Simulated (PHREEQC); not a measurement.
Dissolve 0.028 mol CaCl2 and 2.3e-07 mol H4SiO4 per kg of water at 25 °C. Closed to the air; pH follows from the charge balance.

Equilibrium calculation in PHREEQC: ion-association model, phreeqc.dat.

ionic strength: 0.0840 mol/kgw
specific conductance: 5970 µS/cm
density: 1.000 g/cm³

```tsv
species	molality	activity	log γ
Cl-	0.0560	0.0436	-0.108
Ca+2	0.0280	0.0115	-0.387
H4SiO4	2.30e-7	2.34e-7	0.008
H+	1.36e-7	1.14e-7	-0.080
OH-	1.15e-7	8.90e-8	-0.111
CaOH+	2.12e-8	1.68e-8	-0.102
```

No solid was allowed to form. Complexes and solids missing from the database can't appear.
